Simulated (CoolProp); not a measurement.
Vapour-liquid equilibrium of cyclohexane (1) + m-xylene (2) at 12.7 bar; x and y are mole fractions of (1).

Values from CoolProp's multi-fluid Helmholtz-energy mixture model, Zhou 2014 and Zhou 2012; pair parameters Bell 2016.

Problem. Give the bubble temperature and the first vapour's composition at x = 0.35, 0.425, 0.5. Is there an azeotrope?

Solution. x = 0.35: 506.0 K, y = 0.555; x = 0.425: 500.4 K, y = 0.631; x = 0.5: 495.3 K, y = 0.697. No azeotrope shows between x = 0.05 and 0.95.

Pair parameters are fitted to limited data, so mixtures are less certain than the pure fluids.
